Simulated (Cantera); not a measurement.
Adiabatic ignition

An adiabatic, constant-pressure homogeneous reactor starts with 15.0 % H2, 17.4 % O2, 65.5 % N2, 2.10 % H2O, equivalence ratio 0.43, at 1173 K and 101000 Pa.

Model: GRI-Mech 3.0 (53 species, 325 reactions), integrated in Cantera.

```json
[
 {"t (s)": "3.00e-6", "T (K)": "1173", "x H2": "0.150", "x O2": "0.174", "x H2O": "0.0210", "x HO2": "3.73e-9", "x NO": "<1e-12", "x OH": "4.18e-10", "x O": "7.35e-10"},
 {"t (s)": "7.33e-6", "T (K)": "1173", "x H2": "0.150", "x O2": "0.174", "x H2O": "0.0210", "x HO2": "1.24e-8", "x NO": "<1e-12", "x OH": "2.32e-9", "x O": "4.37e-9"},
 {"t (s)": "1.79e-5", "T (K)": "1173", "x H2": "0.150", "x O2": "0.174", "x H2O": "0.0210", "x HO2": "1.50e-7", "x NO": "<1e-12", "x OH": "5.15e-8", "x O": "9.81e-8"},
 {"t (s)": "4.38e-5", "T (K)": "1175", "x H2": "0.149", "x O2": "0.173", "x H2O": "0.0220", "x HO2": "7.95e-5", "x NO": "6.97e-11", "x OH": "8.81e-5", "x O": "0.000138"},
 {"t (s)": "0.000107", "T (K)": "1985", "x H2": "0.00758", "x O2": "0.101", "x H2O": "0.163", "x HO2": "1.79e-5", "x NO": "2.14e-5", "x OH": "0.0152", "x O": "0.0108"},
 {"t (s)": "0.000262", "T (K)": "2160", "x H2": "0.00193", "x O2": "0.104", "x H2O": "0.177", "x HO2": "5.74e-6", "x NO": "3.72e-5", "x OH": "0.00934", "x O": "0.00266"},
 {"t (s)": "0.000641", "T (K)": "2198", "x H2": "0.000713", "x O2": "0.105", "x H2O": "0.181", "x HO2": "4.74e-6", "x NO": "5.24e-5", "x OH": "0.00594", "x O": "0.000981"},
 {"t (s)": "0.00157", "T (K)": "2201", "x H2": "0.000639", "x O2": "0.105", "x H2O": "0.181", "x HO2": "4.75e-6", "x NO": "7.75e-5", "x OH": "0.00565", "x O": "0.000880"},
 {"t (s)": "0.00383", "T (K)": "2201", "x H2": "0.000638", "x O2": "0.105", "x H2O": "0.181", "x HO2": "4.75e-6", "x NO": "0.000138", "x OH": "0.00564", "x O": "0.000879"},
 {"t (s)": "0.00936", "T (K)": "2200", "x H2": "0.000637", "x O2": "0.105", "x H2O": "0.181", "x HO2": "4.74e-6", "x NO": "0.000283", "x OH": "0.00563", "x O": "0.000877"},
 {"t (s)": "0.0229", "T (K)": "2200", "x H2": "0.000635", "x O2": "0.105", "x H2O": "0.181", "x HO2": "4.73e-6", "x NO": "0.000633", "x OH": "0.00562", "x O": "0.000873"},
 {"t (s)": "0.0560", "T (K)": "2198", "x H2": "0.000630", "x O2": "0.105", "x H2O": "0.181", "x HO2": "4.69e-6", "x NO": "0.00144", "x OH": "0.00558", "x O": "0.000862"},
 {"t (s)": "0.137", "T (K)": "2195", "x H2": "0.000620", "x O2": "0.104", "x H2O": "0.181", "x HO2": "4.61e-6", "x NO": "0.00315", "x OH": "0.00549", "x O": "0.000841"},
 {"t (s)": "0.335", "T (K)": "2189", "x H2": "0.000604", "x O2": "0.102", "x H2O": "0.181", "x HO2": "4.49e-6", "x NO": "0.00580", "x OH": "0.00536", "x O": "0.000808"},
 {"t (s)": "0.818", "T (K)": "2186", "x H2": "0.000592", "x O2": "0.101", "x H2O": "0.181", "x HO2": "4.40e-6", "x NO": "0.00773", "x OH": "0.00527", "x O": "0.000785"},
 {"t (s)": "2.00", "T (K)": "2185", "x H2": "0.000590", "x O2": "0.101", "x H2O": "0.181", "x HO2": "4.39e-6", "x NO": "0.00803", "x OH": "0.00525", "x O": "0.000781"}
]
```
x: mole fraction; the columns are a selection and need not sum to one.

```json
{
 "time_of_steepest_temperature_rise": "59.9 µs",
 "temperature at 2.00 s": "2185 K",
 "equilibrium_temperature": "2185 K",
 "x(H2) at 2.00 s": "0.000590 (gas-phase equilibrium 0.000590)",
 "x(O2) at 2.00 s": "0.101 (gas-phase equilibrium 0.101)",
 "x(H2O) at 2.00 s": "0.181 (gas-phase equilibrium 0.181)"
}
```
